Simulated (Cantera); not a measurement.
Charge: 1 mol Cu, a varied amount of F2, 4.1 mol H2, at 1075 °C and 248 Torr.

Equilibrium computed with Cantera from the NASA thermochemical tables; the gas is ideal and each condensed phase is pure. Candidate condensed phases: Cu, CuF2; 15 gas species. Equilibrium is a limit: real reactors are often held back by kinetics, nucleation or transport.

Q: Which condensed phases are stable at each of these points (n(F2) (mol)): 0.32, 0.43, 0.56, 0.74, 0.98, 1.3, 1.7, 2.2, 3, 3.9, 5.2, 6.8?

A: 
| n(F2) (mol) | condensed phases | Cu condensed (%) |
|---|---|---|
| 0.32 | Cu(s) | 100.0 |
| 0.43 | Cu(s) | 100.0 |
| 0.56 | Cu(s) | 100.0 |
| 0.74 | Cu(s) | 100.0 |
| 0.98 | Cu(s) | 100.0 |
| 1.3 | Cu(s) | 100.0 |
| 1.7 | Cu(s) | 100.0 |
| 2.2 | Cu(s) | 100.0 |
| 3 | Cu(s) | 100.0 |
| 3.9 | Cu(s) | 100.0 |
| 5.2 | CuF2(l) | 76.8 |
| 6.8 | CuF2(l) | 68.5 |

From 0.32 mol F2 to 3.9 mol F2 the condensed part is Cu(s). From 5.2 mol F2 to 6.8 mol F2 the condensed part is CuF2(l).
